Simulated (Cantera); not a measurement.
Input: 1 mol Si₃N₄, 0.23 mol N₂O, 2.6 mol N₂, 0.18 mol O₂, equilibrated at 10.0 mbar.

Method: chemical equilibrium by Gibbs-energy minimisation in Cantera with the NASA 1993 tables (ideal gas, pure condensed phases). Candidate condensed phases: Si, SiO₂, Si₂N₂O, Si₃N₄; 16 gas species. Mutual solubility and eutectic melting of coexisting phases are not modelled. Rates play no part.

Which condensed phases are stable at each of these points (T (K)): 1375, 1450, 1525, 1600, 1675, 1750, 1825, 1900, 1975, 2050, 2125, 2200?


```json
[
 {"T (K)": "1375", "condensed phases": "Si₂N₂O(s) + Si₃N₄(s)", "Si condensed (%)": "100.0"},
 {"T (K)": "1450", "condensed phases": "Si₂N₂O(s) + Si₃N₄(s)", "Si condensed (%)": "100.0"},
 {"T (K)": "1525", "condensed phases": "Si₂N₂O(s) + Si₃N₄(s)", "Si condensed (%)": "100.0"},
 {"T (K)": "1600", "condensed phases": "Si₂N₂O(s) + Si₃N₄(s)", "Si condensed (%)": "100.0"},
 {"T (K)": "1675", "condensed phases": "Si₂N₂O(s) + Si₃N₄(s)", "Si condensed (%)": "99.8"},
 {"T (K)": "1750", "condensed phases": "Si₂N₂O(s) + Si₃N₄(s)", "Si condensed (%)": "98.9"},
 {"T (K)": "1825", "condensed phases": "Si(l) + Si₂N₂O(s)", "Si condensed (%)": "88.7"},
 {"T (K)": "1900", "condensed phases": "Si(l)", "Si condensed (%)": "80.1"},
 {"T (K)": "1975", "condensed phases": "Si(l)", "Si condensed (%)": "79.7"},
 {"T (K)": "2050", "condensed phases": "Si(l)", "Si condensed (%)": "78.8"},
 {"T (K)": "2125", "condensed phases": "Si(l)", "Si condensed (%)": "76.8"},
 {"T (K)": "2200", "condensed phases": "Si(l)", "Si condensed (%)": "72.8"}
]
```

From 1375 K to 1750 K the condensed part is Si₂N₂O(s) + Si₃N₄(s). At 1825 K the condensed part is Si(l) + Si₂N₂O(s). From 1900 K to 2200 K the condensed part is Si(l).
